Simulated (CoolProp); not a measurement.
Properties of ethylene at several states (Tc = 9.2 °C, pc = 5.042 MPa, ω = 0.087).

Computed with CoolProp (reference Helmholtz-energy equation of state, Smukala 2000).

```json
[
 {"T (°C)": "51.85", "p (MPa)": "23.8", "phase": "supercritical", "density (kg/m³)": "372.8", "expansivity (1/kK)": "4.407"},
 {"T (°C)": "-52.95", "p (MPa)": "0.0633", "phase": "gas", "density (kg/m³)": "0.9788", "expansivity (1/kK)": "4.667"},
 {"T (°C)": "-26.95", "p (MPa)": "0.0121", "phase": "gas", "density (kg/m³)": "0.1660", "expansivity (1/kK)": "4.077"},
 {"T (°C)": "116.85", "p (MPa)": "0.0219", "phase": "gas", "density (kg/m³)": "0.1896", "expansivity (1/kK)": "2.569"},
 {"T (°C)": "5.15", "p (MPa)": "8.52", "phase": "liquid", "density (kg/m³)": "381.3", "expansivity (1/kK)": "7.952"}
]
```
